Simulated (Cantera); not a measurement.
Feed: 1 mol SiO2, 110 mol H2, 5.3 mol H2O, equilibrated at 750 Torr.

Method: chemical equilibrium by Gibbs-energy minimisation in Cantera with the NASA 1993 tables (ideal gas, pure condensed phases). Candidate condensed phases: H2O, Si, SiO2; 18 gas species. The tables hold silica as quartz up to 1696 K and as liquid above; real silica turns to tridymite and cristobalite and melts near 1996 K. Gases not in the tables: Si(OH)4. The numbers say what is thermodynamically allowed, not how fast it happens.

Task: At 1575 K, list the 3 most abundant gas species with their mole fractions, and the condensed phases.

Result: H2 0.954, H2O 0.0460, H 4.06e-5. Condensed: SiO2(β-quartz).
